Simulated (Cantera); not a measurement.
An isothermal, constant-pressure homogeneous reactor starts with CH₄ : CO₂ : H₂ = 1 : 1 : 1.5 (molar parts), at 1475 K and 15.0 bar. Integrator tolerance rtol = 1e-08.

Computed with Cantera and GRI-Mech 3.0 (53 species, 325 reactions). The pressure lies above the range GRI-Mech 3.0 was tuned for (to about 10 atm).

Task: What does this change do: CO2 1 to 2.3 parts?

Result: 
| quantity | before | after |
|---|---|---|
| x(CH₄) at 100 s | 0.108 (gas-phase equilibrium 0.0117) | 0.0292 (gas-phase equilibrium 0.000237) |
| x(CO₂) at 100 s | 0.0233 (gas-phase equilibrium 0.00222) | 0.0769 (gas-phase equilibrium 0.0593) |
| x(H₂) at 100 s | 0.470 (gas-phase equilibrium 0.618) | 0.331 (gas-phase equilibrium 0.382) |
| x(CH₂CO) at 100 s | 1.09e-6 (gas-phase equilibrium 1.04e-7) | 5.43e-7 (gas-phase equilibrium 4.05e-9) |
| x(CH₂O) at 100 s | 1.01e-6 (gas-phase equilibrium 1.47e-6) | 9.37e-7 (gas-phase equilibrium 1.08e-6) |

Task: What does this change do: pressure from 15.0 bar to 5.50 bar?

Result: 
```csv
quantity,before,after
x(CH₄) at 100 s,0.108 (gas-phase equilibrium 0.0117),0.0971 (gas-phase equilibrium 0.00443)
x(CO₂) at 100 s,0.0233 (gas-phase equilibrium 0.00222),0.0219 (gas-phase equilibrium 0.000835)
x(H₂) at 100 s,0.470 (gas-phase equilibrium 0.618),0.482 (gas-phase equilibrium 0.630)
x(CH₂CO) at 100 s,1.09e-6 (gas-phase equilibrium 1.04e-7),1.10e-6 (gas-phase equilibrium 3.90e-8)
x(CH₂O) at 100 s,1.01e-6 (gas-phase equilibrium 1.47e-6),4.09e-7 (gas-phase equilibrium 5.54e-7)
```

Task: What does this change do: CH4 1 to 2.2 parts?

Result: 
```csv
quantity,before,after
x(CH₄) at 100 s,0.108 (gas-phase equilibrium 0.0117),0.219 (gas-phase equilibrium 0.173)
x(CO₂) at 100 s,0.0233 (gas-phase equilibrium 0.00222),0.00771 (gas-phase equilibrium 7.52e-5)
x(H₂) at 100 s,0.470 (gas-phase equilibrium 0.618),0.462 (gas-phase equilibrium 0.526)
x(CH₂CO) at 100 s,1.09e-6 (gas-phase equilibrium 1.04e-7),1.98e-6 (gas-phase equilibrium 1.50e-6)
x(CH₂O) at 100 s,1.01e-6 (gas-phase equilibrium 1.47e-6),8.67e-7 (gas-phase equilibrium 1.04e-6)
```
GRI-Mech 3.0 stops at C3 and has no aromatics, soot or wall deposition, so with more carbon than oxygen in the feed, carbon stays in small species such as C2H2 where larger ones or solid carbon would form.
